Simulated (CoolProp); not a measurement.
Vapour-liquid equilibrium of R1234yf (1) + R152A (2) at 221.7 K; x and y are mole fractions of (1).

Computed with CoolProp (multi-fluid Helmholtz-energy mixture model, Lemmon 2022 and Outcalt 1996; pair parameters Bell 2023).

```csv
x,"bubble pressure, mixture model (kPa)","bubble pressure, Raoult's law (kPa)","y, mixture model","y, Raoult's law"
0.05,26.49,25.69,0.093,0.067
0.2,29.31,27.06,0.295,0.254
0.35,31.18,28.44,0.441,0.423
0.5,32.47,29.82,0.566,0.577
0.65,33.38,31.19,0.688,0.717
0.8,33.98,32.57,0.815,0.845
0.95,34.33,33.95,0.952,0.963
```

The largest gap from Raoult's law is +9.6 % in bubble pressure, at x = 0.35. No azeotrope shows between x = 0.05 and 0.95.

Pair parameters are fitted to limited data, so mixtures are less certain than the pure fluids.
